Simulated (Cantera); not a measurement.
What does this Cantera script print?

```python
import numpy as np
import cantera as ct

gas_names = [...]  # 97 gases of nasa_gas.yaml made of Al, C, H, N
cond_names = """
    AL(cr) AL(L) ALN(s) C(gr) C6H6(L) C7H8(L) C8H18(L),n-octa
""".split()


# ... load() reads the species with a 1 bar reference pressure and builds the phases ...
atoms = {
    'Al(CH3)3': {'AL': 1, 'C': 3, 'H': 9},
    'NH3': {'N': 1, 'H': 3},
    'H2': {'H': 2},
}
top_T = {'ALN(s)': 2750, 'C(gr)': 4500}  # K; cautious upper limits of use, not melting points


# ... equilibrate(T, P, feed) seeds the gas with the atoms and calls Mixture.equilibrate('TP', solver="vcs", rtol=1e-11, max_steps=5000) ...
results = []
feed = {'Al(CH3)3': 1, 'NH3': 230, 'H2': 16}  # mol
P = 15  # Pa
for T in [1425, 1525, 1625, 1725, 1825, 1925, 2025, 2125]:
    mix = equilibrate(T, P, feed)
    results.append((T, P, feed, dict(zip(mix.species_names, mix.species_moles))))

top = {s: max(r[3][s] / sum(r[3][g] for g in gas_names) for r in results) for s in gas_names}
cols = sorted((s for s in top if top[s] > 1e-06), key=lambda s: -top[s])[:8]
seen = [c for c in cond_names if any(r[3].get(c, 0) > 1e-12 for r in results)]
print("log10 of partial pressures in bar; condensed amounts in mol")
print(f"{'T/K':>10s}" + "".join(f"{s[:9]:>10s}" for s in cols + seen))
for T, P, feed, n in results:
    ng = sum(n[g] for g in gas_names)
    print(f"{T:10.4g}" + "".join(f"{np.log10(max(n[s] / ng * P / 1e5, 1e-99)):10.3f}" for s in cols)
          + "".join(f"{n.get(c, 0):10.4g}" for c in seen))
```

Output:

```
log10 of partial pressures in bar; condensed amounts in mol
       T/K        H2        N2         H       HCN        AL C2H2,acet       HNC        CN    ALN(s)     C(gr)
      1425    -3.943    -4.447    -7.137    -7.412    -9.154    -9.395    -9.296   -13.065    0.9977     2.872
      1525    -3.943    -4.447    -6.598    -7.096    -7.622    -8.861    -8.834   -12.015    0.9225     2.729
      1625    -3.946    -4.448    -6.125    -6.820    -6.511    -8.395    -8.430   -11.095         0     2.475
      1725    -3.951    -4.450    -5.707    -6.578    -6.512    -7.986    -8.075   -10.284         0     2.052
      1825    -3.960    -4.455    -5.336    -6.367    -6.515    -7.628    -7.764    -9.564         0     1.391
      1925    -3.979    -4.465    -5.009    -6.187    -6.522    -7.319    -7.493    -8.922         0    0.4106
      2025    -4.014    -4.479    -4.723    -6.142    -6.536    -7.270    -7.368    -8.454         0         0
      2125    -4.075    -4.502    -4.477    -6.166    -6.558    -7.345    -7.319    -8.080         0         0
```

These are equilibrium values from Cantera (NASA tables, ideal gas, pure condensed phases), not measurements of a reactor. The feed counts by its element totals alone.
